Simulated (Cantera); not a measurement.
Input: 1 mol Ta₂O₅, 1.2 mol H₂, 5.3 mol H₂O, equilibrated at 1623.15 K and 578 Torr.

Equilibrium computed with Cantera from the NASA thermochemical tables; the gas is ideal and each condensed phase is pure. Candidate condensed phases: H₂O, Ta, Ta₂O₅; 12 gas species. Kinetics and transport are ignored.

Base state: H₂O 0.815, H₂ 0.185, H 3.39e-5 (mole fractions); condensed: Ta₂O₅(s).

**Question.** What changes in the equilibrium state with this change: pressure from 578 Torr to 0.270 Torr?

**Answer.** 
```json
[
 {"species": "H₂O", "before": "0.815", "after": "0.814"},
 {"species": "H₂", "before": "0.185", "after": "0.184"},
 {"species": "H", "before": "3.39e-5", "after": "0.00156"},
 {"species": "OH", "before": "6.27e-6", "after": "0.000290"},
 {"species": "Ta₂O₅(s), mol", "before": "1.00", "after": "1.00"}
]
```
